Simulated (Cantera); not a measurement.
An adiabatic, constant-volume homogeneous reactor starts with CH₄ : O₂ : N₂ = 1 : 1.05 : 3.96 (molar parts), equivalence ratio 1.9, at 1798 K and 72000 Pa. Integrator tolerance rtol = 1e-08.

Model: GRI-Mech 3.0 (53 species, 325 reactions), integrated in Cantera.

Problem. What does this change do: initial temperature 1798 to 1400 K?

Solution. 
```
quantity                                                              before                                      after
---------------------------------  -----------------------------------------  -----------------------------------------
time of steepest temperature rise                                   0.158 ms                                    5.73 ms
temperature at 0.100 s                                                2893 K                                     2714 K
equilibrium temperature                                               2893 K                                     2714 K
x(CH₄) at 0.100 s                  3.65e-12 (gas-phase equilibrium 4.18e-12)  9.83e-12 (gas-phase equilibrium 1.11e-11)
x(O₂) at 0.100 s                   0.000596 (gas-phase equilibrium 0.000596)  0.000133 (gas-phase equilibrium 0.000133)
x(CH₃) at 0.100 s                  1.56e-11 (gas-phase equilibrium 1.79e-11)  2.10e-11 (gas-phase equilibrium 2.37e-11)
x(NO₂) at 0.100 s                    7.30e-8 (gas-phase equilibrium 7.30e-8)    1.61e-8 (gas-phase equilibrium 1.61e-8)
x(C₂H₆) at 0.100 s                     <1e-12 (gas-phase equilibrium <1e-12)      <1e-12 (gas-phase equilibrium <1e-12)
x(HCO) at 0.100 s                    5.17e-7 (gas-phase equilibrium 5.17e-7)    3.80e-7 (gas-phase equilibrium 3.80e-7)
x(H) at 0.100 s                        0.0353 (gas-phase equilibrium 0.0353)      0.0176 (gas-phase equilibrium 0.0176)
```

Problem. What does this change do: initial temperature 1798 to 1525 K?

Solution. 
```tsv
quantity	before	after
time of steepest temperature rise	0.158 ms	1.44 ms
temperature at 0.100 s	2893 K	2777 K
equilibrium temperature	2893 K	2777 K
x(CH₄) at 0.100 s	3.65e-12 (gas-phase equilibrium 4.18e-12)	6.90e-12 (gas-phase equilibrium 7.81e-12)
x(O₂) at 0.100 s	0.000596 (gas-phase equilibrium 0.000596)	0.000232 (gas-phase equilibrium 0.000232)
x(CH₃) at 0.100 s	1.56e-11 (gas-phase equilibrium 1.79e-11)	1.89e-11 (gas-phase equilibrium 2.14e-11)
x(NO₂) at 0.100 s	7.30e-8 (gas-phase equilibrium 7.30e-8)	2.83e-8 (gas-phase equilibrium 2.83e-8)
x(C₂H₆) at 0.100 s	<1e-12 (gas-phase equilibrium <1e-12)	<1e-12 (gas-phase equilibrium <1e-12)
x(HCO) at 0.100 s	5.17e-7 (gas-phase equilibrium 5.17e-7)	4.27e-7 (gas-phase equilibrium 4.27e-7)
x(H) at 0.100 s	0.0353 (gas-phase equilibrium 0.0353)	0.0227 (gas-phase equilibrium 0.0227)
```
